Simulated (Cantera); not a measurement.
Feed: 1 mol PbO, 1.2 mol O2, 0.49 mol H2, held at 498.15 K and 30.0 Pa.

Method: chemical equilibrium by Gibbs-energy minimisation in Cantera with the NASA 1993 tables (ideal gas, pure condensed phases). Candidate condensed phases: H2O, Pb, PbO, PbO2, Pb3O4; 12 gas species. Kinetics and transport are ignored.

Base state: O2 0.661, H2O 0.339 (mole fractions); condensed: PbO(red).

Task: What changes in the equilibrium state with this change: temperature from 498.15 K to 1598.15 K?

Result: 
```tsv
species	before	after
O2	0.661	0.440
PbO	<1e-9	0.208
H2O	0.339	0.182
Pb	<1e-9	0.167
OH	<1e-9	0.00215
O	<1e-9	0.000543
H2	<1e-9	0.000103
PbO(red), mol	1.00	0
```
